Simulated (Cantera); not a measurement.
A closed system holds: 1 mol Cr2O3, 2200 mol H2, 0.22 mol H2O.

Cantera equilibrium calculation (NASA polynomials, part measured and part estimated; ideal gas, pure solids and liquids). Candidate condensed phases: Cr, Cr2O3, H2O; 13 gas species. Mutual solubility and eutectic melting of coexisting phases are not modelled. The numbers say what is thermodynamically allowed, not how fast it happens.

Stable condensed phases, one row left out:

```
T in °C \ P in Pa
              10      32     100     320    1000    3200   10000   32000  100000  320000 1000000
   1602        A       A       A       A       A       A       A       B       B       B       B
   1502        A       A       A       A       A       A       B       B       B       B       B
   1402        A       A       A       A       A       B       B       B       B       B       B
   1302        A       A       A       B       B       B       B       B       B       B       B
   1102        C       D       D       D       D       D       D       D       D       D       D
   1002        D       D       D       D       D       D       D       D       D       D       D
    902        C       C       C       C       C       C       C       C       C       C       C
    802        C       C       C       C       C       C       C       C       C       C       C
    702        C       C       C       C       C       C       C       C       C       C       C
    602        C       C       C       C       C       C       C       C       C       C       C
    502        C       C       C       C       C       C       C       C       C       C       C
```

A: gas only; B: Cr; C: Cr2O3; D: Cr + Cr2O3.

Question: Give the row for 1202 °C.

Answer: 10: gas only; 32: Cr2O3; 100: Cr + Cr2O3; 320: Cr + Cr2O3; 1000: Cr + Cr2O3; 3200: Cr + Cr2O3; 10000: Cr + Cr2O3; 32000: Cr + Cr2O3; 100000: Cr + Cr2O3; 320000: Cr + Cr2O3; 1000000: Cr + Cr2O3.
